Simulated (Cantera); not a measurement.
A closed system holds: 1 mol SiH4, 590 mol H2, 0.83 mol C3H8, equilibrated at 0.0590 bar.

These are equilibrium values from Cantera (NASA tables, ideal gas, pure condensed phases), not measurements of a reactor. Candidate condensed phases: C, C6H6, C7H8, C8H18, Si, SiC; 87 gas species. The numbers say what is thermodynamically allowed, not how fast it happens. All values below are at 1175 K.

Base state: H2 0.999, CH4 0.00113 (mole fractions); condensed: C(graphite) + SiC(s).

Question: What changes in the equilibrium state with this change: C3H8 from 0.83 to 0.0078 mol?

Answer: 
```
species            before    after
----------------  -------  -------
H2                  0.999    1.000
CH4               0.00113  1.63e-6
C(graphite), mol    0.819        0
SiC(s), mol          1.00   0.0224
Si(s), mol              0    0.978
```
Mutual solubility and eutectic melting of coexisting phases are not modelled.
